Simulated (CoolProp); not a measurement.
Computed with CoolProp (reference Helmholtz-energy equation of state, Younglove 1994). It is a modified Benedict-Webb-Rubin equation, recast in Helmholtz form.

Question: Give the vapour pressure (kPa), liquid cp (kJ/(kg K)), vapour Z of saturated R123 at 258.3, 275.6, 278.5 K.

Answer: 
```json
[
 {"T (K)": "258.3", "p (kPa)": "15.8", "liquid cp (kJ/(kg K))": "0.974", "vapour Z": "0.989"},
 {"T (K)": "275.6", "p (kPa)": "36.5", "liquid cp (kJ/(kg K))": "0.993", "vapour Z": "0.979"},
 {"T (K)": "278.5", "p (kPa)": "41.4", "liquid cp (kJ/(kg K))": "0.996", "vapour Z": "0.977"}
]
```
